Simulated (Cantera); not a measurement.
**Hydrocarbon pyrolysis for carbon deposition**

A perfectly stirred reactor is fed with 27.0 % CH₄, 73.0 % H₂, at 13.5 Torr; it is held at 1650 K, and followed from long to short residence time.

Computed with Cantera and GRI-Mech 3.0 (53 species, 325 reactions). GRI-Mech 3.0 stops at C3 and has no aromatics, soot or wall deposition, so with more carbon than oxygen in the feed, carbon stays in small species such as C2H2 where larger ones or solid carbon would form. Radical loss at walls, strong at low pressure, is not modelled.

| τ (s) | x CH₄ | x H₂ | x C₂H₆ | x CH₂ | x C₂H₂ | x C₂H |
|---|---|---|---|---|---|---|
| 2.9 | 0.0604 | 0.856 | 8.89e-6 | 2.82e-7 | 0.0820 | 1.91e-7 |
| 1.2 | 0.0936 | 0.836 | 1.89e-5 | 3.50e-7 | 0.0685 | 1.46e-7 |
| 0.47 | 0.140 | 0.808 | 3.70e-5 | 4.21e-7 | 0.0498 | 9.77e-8 |
| 0.19 | 0.188 | 0.778 | 5.93e-5 | 4.70e-7 | 0.0301 | 5.46e-8 |
| 0.076 | 0.229 | 0.753 | 7.51e-5 | 4.66e-7 | 0.0134 | 2.20e-8 |
| 0.030 | 0.256 | 0.737 | 6.63e-5 | 3.57e-7 | 0.00343 | 4.57e-9 |
| 0.012 | 0.267 | 0.731 | 2.94e-5 | 1.49e-7 | 0.000290 | 2.32e-10 |
| 0.0049 | 0.270 | 0.730 | 5.92e-6 | 3.18e-8 | 7.65e-6 | 2.69e-12 |
| 0.0020 | 0.270 | 0.730 | 8.26e-7 | 5.60e-9 | 1.61e-7 | <1e-12 |
x: mole fraction; the columns are a selection and need not sum to one.
